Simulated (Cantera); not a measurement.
Feed: 1 mol SiH₄, 11 mol NH₃, 1.5 mol H₂, held at 2123.15 K and 0.300 bar.

These are equilibrium values from Cantera (NASA tables, ideal gas, pure condensed phases), not measurements of a reactor. Candidate condensed phases: Si, Si₃N₄; 18 gas species. The tables' values for SiN are old estimates; treat these amounts as uncertain. Gases not in the tables: Si₂H₆ and higher silanes. Equilibrium is a limit: real reactors are often held back by kinetics, nucleation or transport.

What is the equilibrium state?


```
Quantity        Value
----------  ---------
x(H₂)           0.778
x(N₂)           0.215
x(H)          0.00578
x(Si)        0.000568
x(SiH₂)      0.000160
x(SiH)       0.000142
x(Si₂N)       3.35e-5
x(SiN)        2.85e-5
x(Si₂)        7.77e-6
n(Si(l))    0.975 mol
gas amount  25.59 mol
```
